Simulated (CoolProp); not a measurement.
Saturation properties of C3F8 (R218).

Computed with CoolProp (reference Helmholtz-energy equation of state, Lemmon 2006). It is a short technical equation, of lower accuracy than the large ones.

```json
[
 {"T (°C)": "-33.65", "p (kPa)": "116.5", "enthalpy of vaporisation (kJ/kg)": "104.0", "liquid cp (kJ/(kg K))": "0.9822", "vapour Z": "0.9414", "liquid viscosity (µPa s)": "414", "liquid conductivity (mW/(m K))": "61.2"},
 {"T (°C)": "-28.95", "p (kPa)": "142.6", "enthalpy of vaporisation (kJ/kg)": "102.2", "liquid cp (kJ/(kg K))": "0.9932", "vapour Z": "0.9329", "liquid viscosity (µPa s)": "383", "liquid conductivity (mW/(m K))": "59.9"},
 {"T (°C)": "-24.25", "p (kPa)": "172.8", "enthalpy of vaporisation (kJ/kg)": "100.4", "liquid cp (kJ/(kg K))": "1.005", "vapour Z": "0.9237", "liquid viscosity (µPa s)": "356", "liquid conductivity (mW/(m K))": "58.6"},
 {"T (°C)": "-19.55", "p (kPa)": "207.9", "enthalpy of vaporisation (kJ/kg)": "98.48", "liquid cp (kJ/(kg K))": "1.016", "vapour Z": "0.9136", "liquid viscosity (µPa s)": "330", "liquid conductivity (mW/(m K))": "57.3"},
 {"T (°C)": "-14.85", "p (kPa)": "248.0", "enthalpy of vaporisation (kJ/kg)": "96.52", "liquid cp (kJ/(kg K))": "1.029", "vapour Z": "0.9026", "liquid viscosity (µPa s)": "307", "liquid conductivity (mW/(m K))": "56.0"},
 {"T (°C)": "-10.25", "p (kPa)": "292.9", "enthalpy of vaporisation (kJ/kg)": "94.53", "liquid cp (kJ/(kg K))": "1.042", "vapour Z": "0.8910", "liquid viscosity (µPa s)": "286", "liquid conductivity (mW/(m K))": "54.8"},
 {"T (°C)": "-5.55", "p (kPa)": "344.7", "enthalpy of vaporisation (kJ/kg)": "92.42", "liquid cp (kJ/(kg K))": "1.055", "vapour Z": "0.8782", "liquid viscosity (µPa s)": "266", "liquid conductivity (mW/(m K))": "53.5"},
 {"T (°C)": "-0.85", "p (kPa)": "403.2", "enthalpy of vaporisation (kJ/kg)": "90.22", "liquid cp (kJ/(kg K))": "1.070", "vapour Z": "0.8644", "liquid viscosity (µPa s)": "248", "liquid conductivity (mW/(m K))": "52.2"},
 {"T (°C)": "3.85", "p (kPa)": "468.8", "enthalpy of vaporisation (kJ/kg)": "87.92", "liquid cp (kJ/(kg K))": "1.085", "vapour Z": "0.8496", "liquid viscosity (µPa s)": "231", "liquid conductivity (mW/(m K))": "50.9"},
 {"T (°C)": "8.55", "p (kPa)": "542.1", "enthalpy of vaporisation (kJ/kg)": "85.52", "liquid cp (kJ/(kg K))": "1.102", "vapour Z": "0.8337", "liquid viscosity (µPa s)": "215", "liquid conductivity (mW/(m K))": "49.6"},
 {"T (°C)": "13.25", "p (kPa)": "623.7", "enthalpy of vaporisation (kJ/kg)": "82.99", "liquid cp (kJ/(kg K))": "1.121", "vapour Z": "0.8165", "liquid viscosity (µPa s)": "200", "liquid conductivity (mW/(m K))": "48.4"},
 {"T (°C)": "17.95", "p (kPa)": "714.0", "enthalpy of vaporisation (kJ/kg)": "80.32", "liquid cp (kJ/(kg K))": "1.141", "vapour Z": "0.7980", "liquid viscosity (µPa s)": "186", "liquid conductivity (mW/(m K))": "47.1"},
 {"T (°C)": "22.55", "p (kPa)": "811.6", "enthalpy of vaporisation (kJ/kg)": "77.55", "liquid cp (kJ/(kg K))": "1.163", "vapour Z": "0.7785", "liquid viscosity (µPa s)": "174", "liquid conductivity (mW/(m K))": "45.9"},
 {"T (°C)": "27.25", "p (kPa)": "921.2", "enthalpy of vaporisation (kJ/kg)": "74.55", "liquid cp (kJ/(kg K))": "1.188", "vapour Z": "0.7570", "liquid viscosity (µPa s)": "161", "liquid conductivity (mW/(m K))": "44.7"},
 {"T (°C)": "31.95", "p (kPa)": "1042", "enthalpy of vaporisation (kJ/kg)": "71.32", "liquid cp (kJ/(kg K))": "1.218", "vapour Z": "0.7337", "liquid viscosity (µPa s)": "149", "liquid conductivity (mW/(m K))": "43.5"}
]
```

It boils at -36.8 °C under 1 atm.

Viscosity comes from a separate model (Huber 2003), an estimate that may be off by 10 % or more. Thermal conductivity comes from a separate model (Huber 2003), an estimate that may be off by 10 % or more.
